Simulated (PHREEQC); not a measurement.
Consider water at 25 °C with 0.08 mol/kgw HF and 6.6e-05 mol/kgw (CH3)4NF. Closed to the air; pH follows from the charge balance.

The numbers come from PHREEQC with the ion-association model, wateq4f.dat.

This is a speciation only: nothing precipitates in the calculation.

Problem. Order these F species by the share of F that they hold, largest first: HF2-, F-, HF, H2F2.

Solution. HF (69 %), H2F2 (20 %), F- (7.6 %), HF2- (3.2 %)

The pH is 2.17 and the ionic strength 0.00733 mol/kgw. (CH3)4N+ isn't in the database: it is added as a free cation with an ion size of 4 Å. wateq4f.dat counts part of the HF as a dimer, H2F2, which phreeqc.dat doesn't know; its constant is uncertain.
